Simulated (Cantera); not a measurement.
Charge: 1 mol BF₃, 0.18 mol O₂, equilibrated at 1225 K and 52.0 mbar.

Method: chemical equilibrium by Gibbs-energy minimisation in Cantera with the NASA 1993 tables (ideal gas, pure condensed phases). Candidate condensed phases: B, B₂O₃; 21 gas species. Kinetics and transport are ignored.

Base state: BF₃ 0.847, O₂ 0.153 (mole fractions); condensed: gas only.

Task: What changes in the equilibrium state with this change: BF₃ replaced by B₂O₃?

Result: 
| species | before | after |
|---|---|---|
| O₂ | 0.153 | 1.000 |
| BF₃ | 0.847 | 0 |
| B₂O₃(l), mol | 0 | 1.00 |
